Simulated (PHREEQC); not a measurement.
Na2CO3 is added in steps, without added water, to 1 kg of water holding 0.026 mol HCl, 0.099 mol MnSO4 and 0.017 mol Na2SO4, at 36 °C. No oxygen is let in. No CO2 enters from the air. The run lets Rhodochrosite, Pyrochroite, Halite, Mirabilite, Nahcolite, Natron precipitate or redissolve, and no other solid.

Base run: PHREEQC, ion-association model, wateq4f.dat. Each further column changes one thing. The table gives MnSO4 (mol/kgw).

```csv
Na2CO3 added (mol),base,Na2SO4 from 0.017 to 0.0187 mol/kgw,Na2SO4 left out,diluted 10-fold with water,no solid may form
0,0.0445,0.0447,0.0414,?,0.0445
0.0245,0.0431,0.0433,0.0412,2.14e-9,0.0425
0.0455,0.0337,0.0338,0.0325,8.46e-10,0.0338
0.07,0.0219,0.0219,0.0213,?,0.0236
0.0945,0.00946,0.00948,?,3.82e-10,0.0138
0.1155,0.000102,0.000103,9.12e-5,3.14e-10,0.00688
0.14,2.29e-8,2.33e-8,?,2.62e-10,0.00278
```

Task: Some entries are withheld; supply them.

Result: 
- 0, diluted 10-fold with water: 0.00303
- 0.07, diluted 10-fold with water: 5.19e-10
- 0.0945, Na2SO4 left out: 0.00925
- 0.14, Na2SO4 left out: 1.92e-8

Away from 25 °C the constants follow the database's enthalpies or fits; those with neither stay at their 25 °C values. In at least one series the solution becomes supersaturated in solids that the run did not let form, among them Rhodochrosite, Pyrochroite.
